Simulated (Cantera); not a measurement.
Mixture: CH4 : CO : O2 : N2 = 1 : 0.31 : 1.44 : 5.4 (molar parts), equivalence ratio 1.5, at 2.00 bar, adiabatic and at constant pressure. Ignition delay is the time to a rise of 400 K.

Detailed kinetics in Cantera: GRI-Mech 3.0 (53 species, 325 reactions).

Question: What does this change do: N2 5.4 to 14 parts?

Answer: 
| quantity | before | after |
|---|---|---|
| delay at 1023 K | 0.775 s | 1.82 s |
| delay at 1123 K | 0.137 s | 0.338 s |
| delay at 1223 K | 29.6 ms | 75.0 ms |
| delay at 1323 K | 7.45 ms | 18.8 ms |
| delay at 1423 K | 2.14 ms | 5.20 ms |
| apparent activation energy between 1373 and 1473 K | 200 kJ/mol | 210 kJ/mol |

Question: What does this change do: pressure from 2.00 bar to 25.0 bar?

Answer: 
| quantity | before | after |
|---|---|---|
| delay at 1023 K | 0.775 s | 56.5 ms |
| delay at 1123 K | 0.137 s | 10.3 ms |
| delay at 1223 K | 29.6 ms | 2.48 ms |
| delay at 1323 K | 7.45 ms | 0.728 ms |
| delay at 1423 K | 2.14 ms | 0.245 ms |
| apparent activation energy between 1373 and 1473 K | 200 kJ/mol | 170 kJ/mol |
The pressure lies above the range GRI-Mech 3.0 was tuned for (to about 10 atm).
